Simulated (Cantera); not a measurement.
**Equilibrium for silicon epitaxy and polysilicon growth: SiHCl3 + N2**

Input: 1 mol SiHCl3, 16 mol N2, held at 13.3 mbar.

Cantera equilibrium calculation (NASA polynomials, part measured and part estimated; ideal gas, pure solids and liquids). Candidate condensed phases: NH4Cl, Si, Si3N4; 28 gas species. N2 is the only nitrogen source here; it is nearly inert below about 1500 K, so the nitride shown seldom forms there in practice. The tables' values for SiCl3 are old estimates; treat these amounts as uncertain. Equilibrium is a limit: real reactors are often held back by kinetics, nucleation or transport.

```csv
T (K),x N2,x HCl,x SiCl2,x SiCl4,x SiCl3,x H2,x Cl,x SiHCl3,n Si3N4(s)
1123,0.914,0.0515,5.34e-5,0.0305,0.000362,0.00337,2.91e-7,3.42e-5,0.156
1173,0.914,0.0518,0.000190,0.0300,0.000762,0.00319,8.19e-7,4.31e-5,0.156
1223,0.914,0.0521,0.000607,0.0292,0.00149,0.00305,2.11e-6,5.29e-5,0.154
1273,0.913,0.0521,0.00173,0.0276,0.00270,0.00296,5.03e-6,6.27e-5,0.149
1323,0.911,0.0520,0.00445,0.0248,0.00449,0.00294,1.10e-5,7.12e-5,0.139
1373,0.908,0.0515,0.0101,0.0203,0.00665,0.00303,2.24e-5,7.54e-5,0.119
1423,0.904,0.0504,0.0197,0.0140,0.00837,0.00333,4.12e-5,7.20e-5,0.0870
1473,0.899,0.0485,0.0323,0.00767,0.00851,0.00399,6.82e-5,5.93e-5,0.0470
1523,0.895,0.0456,0.0442,0.00326,0.00694,0.00519,0.000102,4.17e-5,0.00946
```
x: gas mole fraction; n: condensed amount in mol.

From 1123 K to 1523 K the condensed part is Si3N4(s). The main Si-bearing gas is SiCl4 at 1123 K and SiCl2 at 1523 K. The share of Si in condensed phases is highest at 1123 K (46.9 %) and lowest at 1523 K (2.8 %).
